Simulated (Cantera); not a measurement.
An adiabatic, constant-volume homogeneous reactor starts with CO : H₂ : O₂ : N₂ = 1 : 0.44 : 1.01 : 3.81 (molar parts), at 950 K and 0.470 bar. Integrator tolerance rtol = 1e-08.

Cantera simulation using GRI-Mech 3.0 (53 species, 325 reactions); the numbers are that mechanism's predictions, not measurements.

Task: What does this change do: N2 3.81 to 5.7 parts?

Result: 
```csv
quantity,before,after
time of steepest temperature rise,0.939 ms,1.24 ms
temperature at 0.200 s,2617 K,2428 K
equilibrium temperature,2617 K,2428 K
x(CO) at 0.200 s,0.0358 (gas-phase equilibrium 0.0358),0.0142 (gas-phase equilibrium 0.0142)
x(H₂) at 0.200 s,0.00266 (gas-phase equilibrium 0.00266),0.00109 (gas-phase equilibrium 0.00109)
x(O₂) at 0.200 s,0.0581 (gas-phase equilibrium 0.0581),0.0398 (gas-phase equilibrium 0.0398)
x(O) at 0.200 s,0.00561 (gas-phase equilibrium 0.00561),0.00192 (gas-phase equilibrium 0.00192)
x(NO) at 0.200 s,0.0135 (gas-phase equilibrium 0.0135),0.00863 (gas-phase equilibrium 0.00863)
x(N₂O) at 0.200 s,7.50e-7 (gas-phase equilibrium 7.50e-7),4.93e-7 (gas-phase equilibrium 4.93e-7)
x(H₂O) at 0.200 s,0.0678 (gas-phase equilibrium 0.0678),0.0545 (gas-phase equilibrium 0.0545)
```

Task: What does this change do: initial temperature 950 to 1000 K?

Result: 
| quantity | before | after |
|---|---|---|
| time of steepest temperature rise | 0.939 ms | 0.506 ms |
| temperature at 0.200 s | 2617 K | 2629 K |
| equilibrium temperature | 2617 K | 2629 K |
| x(CO) at 0.200 s | 0.0358 (gas-phase equilibrium 0.0358) | 0.0379 (gas-phase equilibrium 0.0379) |
| x(H₂) at 0.200 s | 0.00266 (gas-phase equilibrium 0.00266) | 0.00283 (gas-phase equilibrium 0.00283) |
| x(O₂) at 0.200 s | 0.0581 (gas-phase equilibrium 0.0581) | 0.0587 (gas-phase equilibrium 0.0587) |
| x(O) at 0.200 s | 0.00561 (gas-phase equilibrium 0.00561) | 0.00609 (gas-phase equilibrium 0.00609) |
| x(NO) at 0.200 s | 0.0135 (gas-phase equilibrium 0.0135) | 0.0139 (gas-phase equilibrium 0.0139) |
| x(N₂O) at 0.200 s | 7.50e-7 (gas-phase equilibrium 7.50e-7) | 7.50e-7 (gas-phase equilibrium 7.50e-7) |
| x(H₂O) at 0.200 s | 0.0678 (gas-phase equilibrium 0.0678) | 0.0671 (gas-phase equilibrium 0.0671) |
